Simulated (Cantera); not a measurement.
An isothermal, constant-pressure homogeneous reactor starts with C2H6 : N2 = 1 : 780 (molar parts), at 1725 K and 0.0267 bar.

Detailed kinetics in Cantera: GRI-Mech 3.0 (53 species, 325 reactions). GRI-Mech 3.0 stops at C3 and has no aromatics, soot or wall deposition, so with more carbon than oxygen in the feed, carbon stays in small species such as C2H2 where larger ones or solid carbon would form. Radical loss at walls, strong at low pressure, is not modelled.

**Question.** Predict: x(C2H) at 4.00 s; x(HCN) at 4.00 s; x(CH3) at 4.00 s; x(H2) at 4.00 s; x(C2H4) at 4.00 s.

**Answer.** x(C2H) at 4.00 s: 2.47e-7 (gas-phase equilibrium 2.64e-9)
x(HCN) at 4.00 s: 9.65e-5 (gas-phase equilibrium 0.00252)
x(CH3) at 4.00 s: 2.08e-8 (gas-phase equilibrium 6.93e-10)
x(H2) at 4.00 s: 0.00251 (gas-phase equilibrium 0.00253)
x(C2H4) at 4.00 s: 3.28e-9 (gas-phase equilibrium 4.97e-11)
